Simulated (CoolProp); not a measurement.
n-perfluorohexane along the isotherm 370.4 K: Z from the reference equation and from simpler models built on Tc = 448.0 K, pc = 17.42 bar, ω = 0.497; each cubic takes its own stable root.

The numbers come from the reference Helmholtz-energy equation of state, Gao 2022 in CoolProp.

```tsv
p (bar)	phase	reference
5.81	liquid	0.04428
11.6	liquid	0.08796
17.4	liquid	0.1313
23.2	liquid	0.1743
29	liquid	0.2170
34.8	liquid	0.2594
40.6	liquid	0.3014
46.4	liquid	0.3433
52.2	liquid	0.3848
58.1	liquid	0.4269
63.9	liquid	0.4680
69.7	liquid	0.5089
75.5	liquid	0.5496
81.3	liquid	0.5901
87.1	liquid	0.6304
```

Q: How far does each simpler model (van der Waals, Soave-Redlich-Kwong, Peng-Robinson) lie from the reference over these 15 states: mean and median of the absolute difference, and the worst?

A: 
- van der Waals: mean 177.2 %, median 64.8 %, worst +1735.8 % at 370.4 K and 5.81 bar
- Soave-Redlich-Kwong: mean 14.9 %, median 14.5 %, worst +18.5 % at 370.4 K and 5.81 bar
- Peng-Robinson: mean 1.9 %, median 1.7 %, worst +4.5 % at 370.4 K and 5.81 bar

At some of these states van der Waals gives the other phase, because its saturation line lies elsewhere.
